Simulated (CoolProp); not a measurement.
Properties of tetrahydrofuran at several states.

The numbers come from the reference Helmholtz-energy equation of state, Fiedler 2023 in CoolProp.

```tsv
T (°C)	p (kPa)	phase	density (kg/m³)	cp (kJ/(kg K))	Joule-Thomson coefficient (K/MPa)	fugacity coefficient
31.65	23.5	gas	0.6746	___	36.02	0.9913
120.35	42.8	gas	0.9503	1.462	16.55	0.9926
196.15	25.9	gas	0.4799	___	9.792	0.9974
49.05	169	liquid	855.2	1.815	-0.3689	0.3306
275.45	1810	gas	___	___	7.571	___
```

### Question
Fill in the missing entries.

### Answer

- 31.65, cp (kJ/(kg K)): 1.092
- 196.15, cp (kJ/(kg K)): 1.747
- 275.45, density (kg/m³): 32.56
- 275.45, cp (kJ/(kg K)): 2.126
- 275.45, fugacity coefficient: 0.8913
